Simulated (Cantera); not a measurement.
Thermodynamics of halide evaporation, hydrolysis and transport, feed NaCl + H2 + N2

Charge: 1 mol NaCl, 0.44 mol H2, 0.34 mol N2, at 900 K and 0.0100 bar.

Method: chemical equilibrium by Gibbs-energy minimisation in Cantera with the NASA 1993 tables (ideal gas, pure condensed phases). Candidate condensed phases: NH4Cl, Na, NaCl; 17 gas species. The numbers say what is thermodynamically allowed, not how fast it happens.

```yaml
x(H2): 0.564
x(N2): 0.436
x(NaCl): 0.000336
x(Na2Cl2): 0.000102
x(NH3): 3.39e-6
x(HCl): 1.50e-6
x(Na): 1.50e-6
n(NaCl(s)): 1.000 mol
gas_amount: 0.7803 mol
log10 activity of Na(l) (absent): -6.52
```
